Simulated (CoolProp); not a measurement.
Vapour pressure (MPa) of R142b: the reference equation beside estimates from Tc = 137.1 °C, pc = 4.055 MPa, ω = 0.232. Clausius-Clapeyron is anchored at -49.85 °C with a constant enthalpy of vaporisation of 24.62 kJ/mol.

Model: reference Helmholtz-energy equation of state, Lemmon 2006, in CoolProp. It is a short technical equation, of lower accuracy than the large ones.

```csv
T (°C),reference,Clausius-Clapeyron,van der Waals,Soave-Redlich-Kwong,Peng-Robinson
-70.15,0.003472,0.003606,0.1050,0.003426,0.003704
-49.85,0.01358,0.01358,0.1959,0.01339,0.01402
-29.65,0.04060,0.04079,0.3308,0.04014,0.04111
-9.35,0.1004,0.1040,0.5194,0.09972,0.1005
10.95,0.2141,0.2319,0.7691,0.2138,0.2133
31.15,0.4063,0.4631,1.085,0.4080,0.4044
51.45,0.7083,0.8511,1.477,0.7148,0.7062
71.65,1.149,1.452,1.945,1.165,1.150
91.95,1.770,2.341,2.500,1.798,1.778
```

Absolute difference from the reference over all 9 rows, mean and median: Clausius-Clapeyron 12.1 and 8.3 %, van der Waals 671.6 and 259.2 %, Soave-Redlich-Kwong 1.0 and 1.1 %, Peng-Robinson 1.4 and 0.5 %.
